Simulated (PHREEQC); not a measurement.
Make-up at 65 °C: 0.00058 mol Ag2SO4 per kg of water. Closed to the air; pH follows from the charge balance.

The numbers come from PHREEQC with the ion-association model, wateq4f.dat.

| Item | Value |
|---|---|
| pH | 6.48 |
| ionic strength | 0.00171 mol/kgw |

| species | molality | activity | log γ |
|---|---|---|---|
| Ag+ | 0.00115 | 0.00109 | -0.022 |
| SO4-2 | 0.000566 | 0.000465 | -0.085 |
| AgSO4- | 1.40e-5 | 1.33e-5 | -0.022 |
| OH- | 3.84e-7 | 3.65e-7 | -0.022 |
| H+ | 3.45e-7 | 3.29e-7 | -0.020 |
| HSO4- | 4.22e-8 | 4.01e-8 | -0.021 |
| AgOH | 3.31e-9 | 3.31e-9 | 0.000 |

No solid was allowed to form. Complexes and solids missing from the database can't appear. At this temperature some constants are extrapolated from 25 °C, and those without enthalpy data are left unchanged.
